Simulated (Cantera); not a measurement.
A freely propagating, adiabatic, planar premixed flame of CH₄ : O₂ : N₂ = 1 : 2.82 : 10.6 (molar parts), equivalence ratio 0.71, unburnt at 675 K and 105 Torr; multicomponent+Soret transport, grid criteria slope 0.08 and curve 0.16, no radiation.

Model: GRI-Mech 3.0 (53 species, 325 reactions), integrated in Cantera. Burning velocities carry a grid error of a few per cent, more on coarse grids.

**Question.** Predict: laminar burning velocity; thermal thickness; peak x(C₂H₂); peak x(OH); peak x(CO).

**Answer.** 
```json
{
  "laminar_burning_velocity": "188 cm/s",
  "thermal_thickness": "2.06 mm",
  "peak x(C₂H₂)": "1.97e-5",
  "peak x(OH)": "0.00976",
  "peak x(CO)": "0.0412"
}
```
